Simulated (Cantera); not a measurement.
# Roasting and sulfation: MgO + SO3 + N2

Feed: 1 mol MgO, 2.2 mol SO3, 47 mol N2, held at 16.0 bar.

Cantera equilibrium calculation (NASA polynomials, part measured and part estimated; ideal gas, pure solids and liquids). Candidate condensed phases: Mg, MgO, MgS, MgSO4, S; 22 gas species. Kinetics and transport are ignored.

| T (°C) | x N2 | x SO2 | x O2 | x SO3 | x NO | n MgSO4(s) | n MgO(s) |
|---|---|---|---|---|---|---|---|
| 1002 | 0.964 | 0.0232 | 0.0115 | 0.00145 | 8.69e-5 | 1.00 | 0 |
| 1052 | 0.964 | 0.0236 | 0.0117 | 0.00105 | 0.000121 | 1.00 | 0 |
| 1102 | 0.935 | 0.0420 | 0.0209 | 0.00182 | 0.000216 | 0 | 1.00 |
| 1152 | 0.935 | 0.0424 | 0.0210 | 0.00138 | 0.000287 | 0 | 1.00 |
| 1202 | 0.935 | 0.0427 | 0.0212 | 0.00106 | 0.000374 | 0 | 1.00 |
| 1252 | 0.935 | 0.0429 | 0.0212 | 0.000825 | 0.000478 | 0 | 1.00 |
| 1302 | 0.934 | 0.0431 | 0.0212 | 0.000653 | 0.000601 | 0 | 1.00 |
| 1352 | 0.934 | 0.0432 | 0.0212 | 0.000523 | 0.000745 | 0 | 1.00 |
| 1402 | 0.934 | 0.0433 | 0.0212 | 0.000425 | 0.000911 | 0 | 1.00 |
| 1452 | 0.934 | 0.0434 | 0.0211 | 0.000349 | 0.00110 | 0 | 1.00 |
| 1502 | 0.934 | 0.0435 | 0.0211 | 0.000290 | 0.00131 | 0 | 1.00 |
| 1552 | 0.934 | 0.0435 | 0.0210 | 0.000243 | 0.00155 | 0 | 1.00 |
x: gas mole fraction; n: condensed amount in mol.

From 1002 °C to 1052 °C the condensed part is MgSO4(s). From 1102 °C to 1552 °C the condensed part is MgO(s).
